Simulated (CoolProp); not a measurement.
Vapour-liquid equilibrium of isobutane (1) + R245fa (2) at 345 K; x and y are mole fractions of (1).

The numbers come from the multi-fluid Helmholtz-energy mixture model, Bücker 2006 and Akasaka 2015; pair parameters Bell 2016 in CoolProp.

```tsv
x	bubble pressure (MPa)	y at the bubble point	dew pressure at overall composition x (MPa)	liquid density (mol/L)
0.05	0.7728	0.184	0.6720	8.850
0.125	0.9268	0.341	0.7254	8.714
0.2	1.038	0.433	0.7866	8.584
0.275	1.117	0.495	0.8567	8.461
0.35	1.174	0.540	0.9369	8.349
0.425	?	0.577	1.027	8.252
0.5	1.245	0.611	1.124	8.174
0.575	1.266	0.643	1.213	8.120
0.65	1.279	0.678	1.269	8.092
0.725	1.282	0.718	1.282	8.093
0.8	1.272	?	1.260	8.122
0.875	1.245	0.831	1.219	8.179
0.95	1.190	0.919	?	8.260
```

Question: What belongs in the gaps?

Answer: 
- 0.425, bubble pressure (MPa): 1.215
- 0.8, y at the bubble point: 0.767
- 0.95, dew pressure at overall composition x (MPa): 1.168

y crosses x between x = 0.65 and 0.725: the model has an azeotrope there.

Pair parameters are fitted to limited data, so mixtures are less certain than the pure fluids.
